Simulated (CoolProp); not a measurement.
CF4 (R14) along the isobar 4.19 bar: density (kg/m³) from the reference equation and from simpler models built on Tc = -45.8 °C, pc = 37.62 bar, ω = 0.178; each cubic takes its own stable root.

Model: reference Helmholtz-energy equation of state, Platzer 1990, in CoolProp. This equation is an older, rougher fit.

| T (°C) | phase | reference |
|---|---|---|
| -99.05 | gas | 28.04 |
| -93.05 | gas | 26.82 |
| -87.05 | gas | 25.72 |
| -81.05 | gas | 24.73 |
| -75.05 | gas | 23.82 |
| -69.05 | gas | 22.99 |
| -63.05 | gas | 22.22 |
| -57.15 | gas | 21.52 |
| -51.15 | gas | 20.85 |
| -45.15 | gas | 20.23 |
| -39.15 | gas | 19.65 |
| -33.15 | gas | 19.10 |
| -27.15 | gas | 18.59 |
| -21.15 | gas | 18.10 |

Problem. How far does each simpler model (van der Waals, Soave-Redlich-Kwong) lie from the reference over these 14 states: mean and median of the absolute difference, and the worst?

Solution. 
- van der Waals: mean 1.0 %, median 0.8 %, worst -2.7 % at -99.05 °C and 4.19 bar
- Soave-Redlich-Kwong: mean 0.0 %, median 0.0 %, worst +0.1 % at -81.05 °C and 4.19 bar
